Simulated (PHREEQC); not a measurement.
0.34 g of hydrous ferric oxide (600 m²/g; 0.2 weak and 0.005 strong sites per Fe, Dzombak-Morel constants, diffuse double layer) in 1 kg of water with 0.005 mol/kgw of an inert sodium salt, at 25 °C; the pH is set by adding NaOH or the inert anion's acid. Oxygen is held at 0.21 atm. CO2 from the air is kept out. No solid was allowed to form.

Model: ion-association model, wateq4f.dat, run in PHREEQC.

Question: Predict surface charge σ (C/m²) at pH = 4.5, 5, 6.5, 8.5.

Answer: 
```json
[
 {"pH": "4.5", "surface charge σ (C/m²)": "0.132"},
 {"pH": "5", "surface charge σ (C/m²)": "0.091"},
 {"pH": "6.5", "surface charge σ (C/m²)": "0.023"},
 {"pH": "8.5", "surface charge σ (C/m²)": "-0.004"}
]
```

Species that the database lacks are ignored.
